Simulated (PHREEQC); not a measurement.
## Leach liquor (model solution)

Solution (25 °C): 16 mmol/kgw HCl and 77 mmol/kgw ZnSO4. Closed to the air; pH follows from the charge balance.

Model: ion-association model, phreeqc.dat, run in PHREEQC.

Precipitation was switched off in this run.

**Question.** What pH does the model give?

**Answer.** pH 2.18.

**Question.** In which forms is S present?

**Answer.** SO4-2 38 %, ZnSO4 35 %, Zn(SO4)2-2 17 %, HSO4- 10 % of the S.

Species that the database lacks are ignored.
